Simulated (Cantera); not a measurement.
A Cantera script and what it prints.

```python
import numpy as np
import cantera as ct

gas_names = """
    NO NO2 P2
""".split()
cond_names = """
    P4O10(s)
""".split()


def load(file, names, dense=False):
    # The tables refer to 1 bar. Condensed volumes are neglected.
    table = {s.name: s for s in ct.Species.list_from_file(file)}
    out = []
    for n in names:
        d = dict(table[n].input_data)
        d["thermo"] = dict(d["thermo"], **{"reference-pressure": 1e5})
        if dense:
            d["equation-of-state"] = {"model": "constant-volume", "density": "1e6 g/cm^3"}
        out.append(ct.Species.from_dict(d))
    return out


species = {s.name: s for s in load("nasa_gas.yaml", gas_names) + load("nasa_condensed.yaml", cond_names)}
# Each term lists the table entries of one substance; the one whose range holds T is used.
reactions = {
    'P4O10 + 10 NO(g) = 10 NO2(g) + 2 P2(g)':
        [(-1, ['P4O10(s)']), (-10, ['NO']), (10, ['NO2']), (2, ['P2'])],
}


def pick(names, T):
    return next(species[n] for n in names if species[n].thermo.min_temp <= T <= species[n].thermo.max_temp)


results = []
for label, terms in reactions.items():
    print(label)
    print("     T/K   dH/kJ  dS/(J/K)   dG/kJ   log10 K")
    for T in [373, 423, 473, 523, 573, 623, 673]:
        used = [(nu, pick(names, T)) for nu, names in terms]
        dH = sum(nu * s.thermo.h(T) for nu, s in used) / 1e6
        dS = sum(nu * s.thermo.s(T) for nu, s in used) / 1e3
        dG = dH - T * dS / 1e3
        logK = -dG * 1e6 / (ct.gas_constant * T * np.log(10))
        results.append((label, T, dH, dS, dG, logK, [s.name for _, s in used]))
        print(f"{T:8g} {dH:8.1f} {dS:8.1f} {dG:8.1f} {logK:8.2f}")
```

Result:

```
P4O10 + 10 NO(g) = 10 NO2(g) + 2 P2(g)
     T/K   dH/kJ  dS/(J/K)   dG/kJ   log10 K
     373   2720.6    483.9   2540.1  -355.70
     423   2716.2    472.9   2516.2  -310.71
     473   2711.5    462.5   2492.8  -275.28
     523   2706.6    452.5   2469.9  -246.68
     573   2701.3    442.9   2447.5  -223.11
     623   2695.6    433.4   2425.6  -203.37
     673   2689.6    424.1   2404.2  -186.60
```

Source: NASA polynomial tables (part measured, part estimated), evaluated in Cantera. Condensed species are held in their standard states even where they would react or evaporate.
